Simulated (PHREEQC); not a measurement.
Dissolve 0.0012 mol Cu(NO3)2, 0.00029 mol HBF4 and 0.00033 mol Na2SO4 per kg of water at 20 °C. Closed to the air; pH follows from the charge balance.

Model: ion-association model, phreeqc.dat, run in PHREEQC.

```csv
quantity,before,after
pH,3.22,4.95
ionic strength (mol/kgw),0.00506,5.73e-5
F- (mol/kgw),0.000641,1.14e-5
HF (mol/kgw),0.000491,1.76e-7
SO4-2 (mol/kgw),0.000282,3.29e-6
```

Question: Which change was made?
A. temperature from 20 to 75 °C
B. diluted 2-fold with water
C. diluted 100-fold with water
D. 1.9e-05 mol/kgw HF added
E. HBF4 from 0.00029 to 0.000435 mol/kgw

Answer: C, diluted 100-fold with water

No solid was allowed to form. Real BF4- forms and hydrolyses slowly; the run takes it at equilibrium.
